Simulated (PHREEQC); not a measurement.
LiOH is added in steps, without added water, to 1 kg of water holding 1.9 mmol/kgw NH4HF2, at 25 °C. Oxygen is held at 0.21 atm. CO2 from the air is kept out. No solid was allowed to form.

Base run: PHREEQC, ion-association model, phreeqc.dat. Each further column changes one thing. The table gives HF (mol/kgw).

```json
[
 {"LiOH added (mol)": "0", "base": "0.00143", "database wateq4f.dat": "0.00143", "Debye-Hückel limiting law": "0.00143", "metal-ligand complexes left out": "0.00143", "all activity coefficients set to 1": "…"},
 {"LiOH added (mol)": "0.001203", "base": "0.000559", "database wateq4f.dat": "0.000558", "Debye-Hückel limiting law": "0.000558", "metal-ligand complexes left out": "0.000559", "all activity coefficients set to 1": "…"},
 {"LiOH added (mol)": "0.002166", "base": "1.77e-8", "database wateq4f.dat": "1.77e-8", "Debye-Hückel limiting law": "1.76e-8", "metal-ligand complexes left out": "1.77e-8", "all activity coefficients set to 1": "1.89e-8"},
 {"LiOH added (mol)": "0.003369", "base": "9.82e-10", "database wateq4f.dat": "9.83e-10", "Debye-Hückel limiting law": "9.78e-10", "metal-ligand complexes left out": "9.82e-10", "all activity coefficients set to 1": "1.04e-9"},
 {"LiOH added (mol)": "0.004331", "base": "9.69e-11", "database wateq4f.dat": "9.59e-11", "Debye-Hückel limiting law": "9.69e-11", "metal-ligand complexes left out": "9.69e-11", "all activity coefficients set to 1": "9.76e-11"},
 {"LiOH added (mol)": "0.005534", "base": "3.28e-11", "database wateq4f.dat": "3.24e-11", "Debye-Hückel limiting law": "3.28e-11", "metal-ligand complexes left out": "3.28e-11", "all activity coefficients set to 1": "…"},
 {"LiOH added (mol)": "0.006497", "base": "2.12e-11", "database wateq4f.dat": "2.10e-11", "Debye-Hückel limiting law": "2.13e-11", "metal-ligand complexes left out": "2.12e-11", "all activity coefficients set to 1": "2.13e-11"},
 {"LiOH added (mol)": "0.0077", "base": "1.47e-11", "database wateq4f.dat": "1.46e-11", "Debye-Hückel limiting law": "1.47e-11", "metal-ligand complexes left out": "1.47e-11", "all activity coefficients set to 1": "…"}
]
```

Question: Fill in the missing entries.

Answer: 
- 0, all activity coefficients set to 1: 0.00146
- 0.001203, all activity coefficients set to 1: 0.000571
- 0.005534, all activity coefficients set to 1: 3.29e-11
- 0.0077, all activity coefficients set to 1: 1.48e-11

 phreeqc.dat and wateq4f.dat share most of their constants, so their agreement is no independent check.
